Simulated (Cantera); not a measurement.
An isothermal, constant-pressure homogeneous reactor starts with 87.7 % NH₃, 12.3 % N₂, at 1900 K and 128 Torr.

Cantera simulation using the gas-phase N/H chemistry of the illustrative SiF4/NH3 mechanism in the Surface Chemkin manual (1991); the numbers are that mechanism's predictions, not measurements. Walls and surfaces, which speed up NH3 decomposition in real reactors, are not modelled.

x: mole fraction; the columns are a selection and need not sum to one.

| t (s) | x NH₃ | x N₂ | x H | x NH | x N₂H₂ |
|---|---|---|---|---|---|
| 0.000200 | 0.877 | 0.123 | 2.01e-7 | 3.64e-7 | … |
| 0.000719 | 0.876 | 0.123 | 4.69e-7 | 2.53e-6 | … |
| 0.00258 | 0.872 | 0.124 | 1.72e-6 | 4.26e-6 | 5.16e-6 |
| 0.00928 | 0.857 | 0.127 | 5.65e-6 | 4.80e-6 | 5.02e-6 |
| 0.0334 | 0.807 | 0.137 | 1.86e-5 | 5.82e-6 | … |
| 0.120 | 0.658 | 0.167 | 5.91e-5 | 6.63e-6 | … |
| 0.431 | 0.352 | 0.228 | 0.000171 | 6.08e-6 | … |
| 1.55 | 0.0688 | 0.285 | 0.000451 | 3.66e-6 | … |
| 5.57 | 0.00123 | 0.299 | 0.00149 | 6.20e-7 | … |
| 20.0 | 9.68e-5 | 0.299 | 0.00162 | 5.77e-8 | 8.27e-12 |

**Question.** Complete the blanks.

**Answer.** 
- 0.000200, x N₂H₂: 2.19e-7
- 0.000719, x N₂H₂: 2.56e-6
- 0.0334, x N₂H₂: 4.52e-6
- 0.120, x N₂H₂: 3.23e-6
- 0.431, x N₂H₂: 1.33e-6
- 1.55, x N₂H₂: 1.79e-7
- 5.57, x N₂H₂: 1.06e-9
